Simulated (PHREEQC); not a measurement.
Alkaline etch or developer with alkaline etch or developer (model solution)

Solution A (0.0012 mol TMAH, 0.0017 mol CO2 and 0.0001 mol (CH3)4NCl per kg of water) is mixed with solution B (3.1 mmol/kgw TMAH and 52 mmol/kgw Na2CO3) at 40 °C; shares are by mass of water, 1 kg in all. Oxygen alone is held at its pressure in air (log pO2 = -0.68). No CO2 enters from the air. Only these solids could form: Halite, Nahcolite, Natron.

All values are PHREEQC results (ion-association model, wateq4f.dat), not measurements.

```csv
share of solution B,pH,NaCO3- (mol/kgw),CO3-2 (mol/kgw)
0,6.66,0,3.71e-7
0.1,10.27,0.000820,0.00363
0.2,10.51,0.00260,0.00692
0.35,10.71,0.00612,0.0111
0.45,10.79,0.00882,0.0135
0.55,10.86,0.0117,0.0157
0.65,10.93,0.0148,0.0178
0.8,11.00,0.0196,0.0206
0.9,11.05,0.0229,0.0224
1,11.09,0.0263,0.0241
```

Complexes and solids missing from the database can't appear. (CH3)4N+ isn't in the database: it is added as a free cation with an ion size of 4 Å. Away from 25 °C the constants follow the database's enthalpies or fits; those with neither stay at their 25 °C values.
